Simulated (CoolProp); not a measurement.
Vapour-liquid equilibrium of n-octane (1) + o-xylene (2) at 10.2 kPa; x and y are mole fractions of (1).

Computed with CoolProp (multi-fluid Helmholtz-energy mixture model, Beckmüller 2019 and Zhou 2012; pair parameters Bell 2016).

```csv
x,bubble temperature (°C),y at the bubble point,dew temperature at overall composition x (°C),liquid density (mol/L)
0.05,73.3,0.098,73.9,7.730
0.2,70.0,0.333,71.9,7.383
0.35,67.4,0.511,69.8,7.058
0.5,65.1,0.653,67.5,6.753
0.65,63.2,0.773,65.2,6.467
0.8,61.4,0.877,62.7,6.199
0.95,59.8,0.971,60.2,5.947
```

No azeotrope shows between x = 0.05 and 0.95.

Pair parameters are fitted to limited data, so mixtures are less certain than the pure fluids.
